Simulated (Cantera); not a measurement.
**Carbon deposition, reforming and gasification: CO + H2O + CO2**

Feed: 1 mol CO, 0.72 mol H2O, 0.00037 mol CO2, equilibrated at 530 Pa.

Equilibrium computed with Cantera from the NASA thermochemical tables; the gas is ideal and each condensed phase is pure. Candidate condensed phases: C, C6H6, C7H8, C8H18, H2O; 110 gas species. Rates play no part.

| T (K) | x CO | x H2O | x CO2 | x H2 | x H | x OH | x O | x O2 |
|---|---|---|---|---|---|---|---|---|
| 2048 | 0.423 | 0.259 | 0.154 | 0.149 | 0.0119 | 0.00224 | 0.000129 | 9.58e-5 |
| 2098 | 0.424 | 0.258 | 0.152 | 0.146 | 0.0162 | 0.00339 | 0.000268 | 0.000202 |
| 2148 | 0.424 | 0.257 | 0.150 | 0.142 | 0.0216 | 0.00502 | 0.000536 | 0.000410 |
| 2198 | 0.423 | 0.254 | 0.147 | 0.139 | 0.0285 | 0.00725 | 0.00104 | 0.000802 |
| 2248 | 0.422 | 0.249 | 0.143 | 0.135 | 0.0370 | 0.0102 | 0.00194 | 0.00151 |
| 2298 | 0.421 | 0.241 | 0.139 | 0.131 | 0.0476 | 0.0141 | 0.00351 | 0.00270 |
| 2348 | 0.420 | 0.231 | 0.133 | 0.127 | 0.0604 | 0.0189 | 0.00608 | 0.00460 |
| 2398 | 0.418 | 0.217 | 0.124 | 0.123 | 0.0760 | 0.0245 | 0.0101 | 0.00736 |
| 2448 | 0.415 | 0.199 | 0.114 | 0.120 | 0.0946 | 0.0306 | 0.0161 | 0.0110 |
| 2498 | 0.412 | 0.177 | 0.102 | 0.116 | 0.117 | 0.0368 | 0.0243 | 0.0152 |
x: gas mole fraction; nothing condenses.

From 2048 K to 2498 K nothing is condensed. The main C-bearing gas is CO throughout.
